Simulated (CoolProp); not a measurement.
Vapour-liquid equilibrium of n-butane (1) + R113 (2) at 1.8 bar; x and y are mole fractions of (1).

Computed with CoolProp (multi-fluid Helmholtz-energy mixture model, Bücker 2006 and Marx 1992; pair parameters Bell 2016).

```
x     bubble temperature, mixture model (°C)  bubble temperature, Raoult's law (°C)  y, mixture model  y, Raoult's law
----  --------------------------------------  -------------------------------------  ----------------  ---------------
0.05                                    60.0                                   61.0             0.196            0.182
0.2                                     46.1                                   48.7             0.551            0.533
0.35                                    36.7                                   39.4             0.727            0.723
0.5                                     29.9                                   32.1             0.828            0.837
0.65                                    24.8                                   26.1             0.894            0.909
0.8                                     20.6                                   21.1             0.944            0.957
0.95                                    16.8                                   16.9             0.987            0.991
```

The largest gap from Raoult's law is -2.7 K in bubble temperature, at x = 0.35. No azeotrope shows between x = 0.05 and 0.95.

The pair parameters rest on a limited set of measurements; away from them the model extrapolates.
